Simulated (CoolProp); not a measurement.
Vapour-liquid equilibrium of CH2F2 (R32) (1) + R236EA (2) at 0.62 MPa; x and y are mole fractions of (1).

The numbers come from the multi-fluid Helmholtz-energy mixture model, Tillner-Roth 1997 and Rui 2013; pair parameters Bell 2016 in CoolProp.

```json
[
 {"x": "0.05", "bubble temperature, mixture model (°C)": "54.7", "bubble temperature, Raoult's law (°C)": "51.8", "y, mixture model": "[?]", "y, Raoult's law": "0.264"},
 {"x": "0.15", "bubble temperature, mixture model (°C)": "[?]", "bubble temperature, Raoult's law (°C)": "37.8", "y, mixture model": "0.451", "y, Raoult's law": "0.568"},
 {"x": "0.25", "bubble temperature, mixture model (°C)": "32.8", "bubble temperature, Raoult's law (°C)": "27.5", "y, mixture model": "0.636", "y, Raoult's law": "0.728"},
 {"x": "0.35", "bubble temperature, mixture model (°C)": "24.2", "bubble temperature, Raoult's law (°C)": "19.6", "y, mixture model": "0.758", "y, Raoult's law": "0.822"},
 {"x": "0.45", "bubble temperature, mixture model (°C)": "16.9", "bubble temperature, Raoult's law (°C)": "13.2", "y, mixture model": "[?]", "y, Raoult's law": "0.882"},
 {"x": "0.55", "bubble temperature, mixture model (°C)": "[?]", "bubble temperature, Raoult's law (°C)": "7.9", "y, mixture model": "0.894", "y, Raoult's law": "0.921"},
 {"x": "0.65", "bubble temperature, mixture model (°C)": "[?]", "bubble temperature, Raoult's law (°C)": "3.4", "y, mixture model": "[?]", "y, Raoult's law": "0.949"},
 {"x": "0.75", "bubble temperature, mixture model (°C)": "[?]", "bubble temperature, Raoult's law (°C)": "-0.5", "y, mixture model": "0.960", "y, Raoult's law": "0.969"},
 {"x": "0.85", "bubble temperature, mixture model (°C)": "-3.1", "bubble temperature, Raoult's law (°C)": "-3.8", "y, mixture model": "[?]", "y, Raoult's law": "0.984"},
 {"x": "0.95", "bubble temperature, mixture model (°C)": "-6.6", "bubble temperature, Raoult's law (°C)": "-6.8", "y, mixture model": "0.994", "y, Raoult's law": "0.995"}
]
```

Task: What belongs in the gaps?

Result: 
- 0.05, y, mixture model: 0.178
- 0.15, bubble temperature, mixture model (°C): 43.0
- 0.45, y, mixture model: 0.839
- 0.55, bubble temperature, mixture model (°C): 10.7
- 0.65, bubble temperature, mixture model (°C): 5.4
- 0.65, y, mixture model: 0.932
- 0.75, bubble temperature, mixture model (°C): 0.8
- 0.85, y, mixture model: 0.979

The largest gap from Raoult's law is +5.3 K in bubble temperature, at x = 0.25. No azeotrope shows between x = 0.05 and 0.95.

Pair parameters are fitted to limited data, so mixtures are less certain than the pure fluids.
